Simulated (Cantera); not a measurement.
Feed: 1 mol H₂S, 1.7 mol H₂, held at 1498 K and 0.100 bar.

Equilibrium computed with Cantera from the NASA thermochemical tables; the gas is ideal and each condensed phase is pure. Candidate condensed phases: S; 7 gas species. The numbers say what is thermodynamically allowed, not how fast it happens.

Base state: H₂ 0.719, H₂S 0.212, S₂ 0.0649, SH 0.00347, H 4.61e-5, S 3.20e-5 (mole fractions); condensed: gas only.

**Question.** What changes in the equilibrium state with this change: temperature from 1498 K to 1673.15 K?

**Answer.** 
| species | before | after |
|---|---|---|
| H₂ | 0.719 | 0.765 |
| H₂S | 0.212 | 0.129 |
| S₂ | 0.0649 | 0.0975 |
| S | 3.20e-5 | 0.000244 |
| H | 4.61e-5 | 0.000315 |

**Question.** What changes in the equilibrium state with this change: temperature from 1498 K to 1573 K?

**Answer.** 
```json
[
 {"species": "H₂", "before": "0.719", "after": "0.741"},
 {"species": "H₂S", "before": "0.212", "after": "0.173"},
 {"species": "S₂", "before": "0.0649", "after": "0.0807"},
 {"species": "S", "before": "3.20e-5", "after": "8.20e-5"},
 {"species": "H", "before": "4.61e-5", "after": "0.000111"},
 {"species": "SH", "before": "0.00347", "after": "0.00522"}
]
```
